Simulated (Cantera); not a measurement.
Cantera run:

```python
import numpy as np
import cantera as ct

gas_names = """
    C CH CH2 CH3 CH2OH CH3O CH4 CH3OH CN CO CO2 COOH C2 C2H CHCO,ketyl C2H2,acetylene C2H2,vinylidene
    CH2CO,ketene C2H3,vinyl CH3CN CH3CO,acetyl C2H4 C2H4O,ethylen CH3CHO,ethanal CH3COOH (HCOOH)2 C2H5
    C2H6 CH3OCH3 C2H5OH CCN CNC C2N2 C2O C3 C3H3,propargyl C3H4,allene C3H4,propyne C3H4,cyclo-
    C3H5,allyl C3H6,propylene C3H6,cyclo- C3H6O C3H7,n-propyl C3H7,i-propyl C3H8 C3H8O,1propanol
    C3H8O,2propanol C3O2 C4 C4H2 C4H4,1,3-cyclo- C4H6,butadiene C4H6,2-butyne C4H6,cyclo- C4H8,1-butene
    C4H8,cis2-buten C4H8,tr2-butene C4H8,isobutene C4H8,cyclo- (CH3COOH)2 C4H9,n-butyl C4H9,i-butyl
    C4H9,s-butyl C4H9,t-butyl C4H10,isobutane C4H10,n-butane C4N2 C5 C5H6,1,3cyclo- C5H8,cyclo-
    C5H10,1-pentene C5H10,cyclo- C5H11,pentyl C5H11,t-pentyl C5H12,n-pentane C5H12,i-pentane
    CH3C(CH3)2CH3 C6H2 C6H5,phenyl C6H5O,phenoxy C6H6 C6H5OH,phenol C6H10,cyclo- C6H12,1-hexene
    C6H12,cyclo- C6H13,n-hexyl C7H7,benzyl C7H8 C7H8O,cresol C7H14,1-heptene C7H15,n-heptyl
    C7H16,n-heptane C8H8,styrene C8H10,ethylbenz C8H16,1-octene C8H17,n-octyl C8H18,isooctane
    C8H18,n-octane C9H19,n-nonyl C10H8,naphthale C10H21,n-decyl C12H9,o-bipheny C12H10,bipheny H HCN HCO
    HCCN HNC HNCO HNO HNO2 HNO3 HO2 H2 HCHO,formaldehy HCOOH H2O H2O2 N NCO NH NH2 NH3 NH2OH NO NO2 NO3
    N2 N2H2 N2H4 N2O O OH O2 O3
""".split()
cond_names = """
    C(gr) C6H6(L) C7H8(L) C8H18(L),n-octa H2O(s) H2O(L)
""".split()


def load(file, names, dense=False):
    # The tables refer to 1 bar. Condensed volumes are neglected.
    table = {s.name: s for s in ct.Species.list_from_file(file)}
    out = []
    for n in names:
        d = dict(table[n].input_data)
        d["thermo"] = dict(d["thermo"], **{"reference-pressure": 1e5})
        if dense:
            d["equation-of-state"] = {"model": "constant-volume", "density": "1e6 g/cm^3"}
        out.append(ct.Species.from_dict(d))
    return out


gas = ct.Solution(thermo="ideal-gas", species=load("nasa_gas.yaml", gas_names))
cond = {s.name: ct.Solution(thermo="fixed-stoichiometry", species=[s], name=s.name)
        for s in load("nasa_condensed.yaml", cond_names, dense=True)}
atoms = {
    'C2H6': {'C': 2, 'H': 6},
    'CO2': {'C': 1, 'O': 2},
    'N2': {'N': 2},
}
top_T = {'C(gr)': 4500}  # K; cautious upper limits of use, not melting points


def equilibrate(T, P, feed):
    n = {}
    for name, mol in feed.items():
        for a, k in atoms[name].items():
            n[a] = n.get(a, 0.0) + k * mol
    gas.TPX = T, P, n
    mass = sum(n.values()) * gas.mean_molecular_weight
    gas.equilibrate("TP")
    valid = [c for c in cond.values() if c.min_temp <= T <= top_T.get(c.name, c.max_temp)]
    mix = ct.Mixture([(gas, mass / gas.mean_molecular_weight)] + [(c, 0.0) for c in valid])
    mix.T, mix.P = T, P
    mix.equilibrate("TP", solver="vcs", rtol=1e-11, max_steps=5000)
    return mix


results = []
feed = {'C2H6': 1, 'CO2': 0.26, 'N2': 14}  # mol
T = 2425  # K
for P in [10, 72, 520, 3700, 27000, 190000, 1400000, 10000000]:
    mix = equilibrate(T, P, feed)
    results.append((T, P, feed, dict(zip(mix.species_names, mix.species_moles))))

top = {s: max(r[3][s] / sum(r[3][g] for g in gas_names) for r in results) for s in gas_names}
cols = sorted((s for s in top if top[s] > 1e-05), key=lambda s: -top[s])[:9]
seen = [c for c in cond_names if any(r[3].get(c, 0) > 1e-12 for r in results)]
print("log10 of partial pressures in bar; condensed amounts in mol")
print(f"{'P/Pa':>10s}" + "".join(f"{s[:9]:>10s}" for s in cols + seen))
for T, P, feed, n in results:
    ng = sum(n[g] for g in gas_names)
    print(f"{P:10.4g}" + "".join(f"{np.log10(max(n[s] / ng * P / 1e5, 1e-99)):10.3f}" for s in cols)
          + "".join(f"{n.get(c, 0):10.4g}" for c in seen))
```

Output:

```
log10 of partial pressures in bar; condensed amounts in mol
      P/Pa        N2         H        H2        CO       HCN        CN       HNC        C3 C2H2,acet     C(gr)
        10    -4.162    -4.601    -5.707    -5.588    -6.168    -6.347    -7.138    -6.827    -7.815     1.378
        72    -3.284    -3.914    -4.334    -4.709    -5.043    -5.908    -6.013    -6.827    -6.441     1.402
       520    -2.406    -3.364    -3.234    -3.830    -4.054    -5.469    -5.024    -6.827    -5.342     1.347
      3700    -1.543    -2.891    -2.288    -2.967    -3.149    -5.037    -4.120    -6.827    -4.396     1.316
   2.7e+04    -0.675    -2.442    -1.389    -2.099    -2.266    -4.604    -3.236    -6.827    -3.497     1.303
   1.9e+05     0.174    -2.012    -0.529    -1.250    -1.411    -4.179    -2.382    -6.827    -2.636     1.298
   1.4e+06     1.042    -1.576     0.343    -0.382    -0.541    -3.745    -1.511    -6.827    -1.764     1.295
     1e+07     1.896    -1.149     1.197     0.472     0.313    -3.318    -0.658    -6.827    -0.911     1.288
```

Equilibrium computed with Cantera from the NASA thermochemical tables; the gas is ideal and each condensed phase is pure. The ideal-gas law is rough above about 30 bar.
